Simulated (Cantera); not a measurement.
Input (Python, Cantera):

```python
import numpy as np
import cantera as ct

gas = ct.Solution("gri30.yaml")
gas.TPX = 648, 110000, {'CO': 1, 'H2': 0.058, 'O2': 0.756, 'N2': 2.84}
inlet = ct.Reservoir(gas, clone=True)
gas.equilibrate("HP")  # start burning
reactor = ct.IdealGasConstPressureReactor(gas, energy="on", clone=False)
exhaust = ct.Reservoir(gas, clone=True)
tau = [0.33, 0.14, 0.055, 0.023, 0.0092, 0.0038, 0.0015, 0.00062, 0.00025, 0.0001, 4.2e-05, 1.7e-05][0]
for a, b in ((inlet, reactor), (reactor, exhaust)):
    ct.MassFlowController(a, b, mdot=lambda t: reactor.mass / tau)
net = ct.ReactorNet([reactor])
show = ['CO', 'H2', 'O2', 'H2O', 'N2O']

rows = []
print(f"{'tau/s':>10s}{'T/K':>9s}" + "".join(f"{s:>11s}" for s in show))
for tau in [0.33, 0.14, 0.055, 0.023, 0.0092, 0.0038, 0.0015, 0.00062, 0.00025, 0.0001, 4.2e-05, 1.7e-05]:
    net.initial_time = 0.0
    net.advance(30 * tau)
    before = gas.X
    net.advance(40 * tau)
    drift = np.max(np.abs(gas.X - before) / (gas.X + 1e-9))
    rows.append([gas.T, *gas[show].X, drift])
    print(f"{tau:10.3e}{gas.T:9.1f}" + "".join(f"{x:11.3e}" for x in gas[show].X))
```

Output:

```
     tau/s      T/K         CO         H2         O2        H2O        N2O
 3.300e-01   2316.5  1.367e-02  1.348e-04  5.692e-02  1.269e-02  4.467e-07
 1.400e-01   2306.5  1.525e-02  1.504e-04  5.810e-02  1.259e-02  4.738e-07
 5.500e-02   2279.8  1.904e-02  1.891e-04  6.039e-02  1.235e-02  5.357e-07
 2.300e-02   2229.2  2.563e-02  2.603e-04  6.372e-02  1.194e-02  6.119e-07
 9.200e-03   2145.8  3.560e-02  3.762e-04  6.806e-02  1.132e-02  6.470e-07
 3.800e-03   2042.1  4.689e-02  5.173e-04  7.236e-02  1.055e-02  6.167e-07
 1.500e-03   1911.4  5.977e-02  6.783e-04  7.681e-02  9.565e-03  5.529e-07
 6.200e-04   1762.9  7.373e-02  8.117e-04  8.175e-02  8.501e-03  4.899e-07
 2.500e-04   1558.7  9.747e-02  9.096e-04  9.276e-02  7.887e-03  4.307e-07
 1.000e-04    648.0  2.149e-01  1.246e-02  1.624e-01  2.437e-16  1.673e-21
 4.200e-05    648.0  2.149e-01  1.246e-02  1.624e-01  5.423e-17  3.614e-22
 1.700e-05    648.0  2.149e-01  1.246e-02  1.624e-01  9.961e-18  7.002e-23
```

Model: GRI-Mech 3.0 (53 species, 325 reactions), integrated in Cantera.
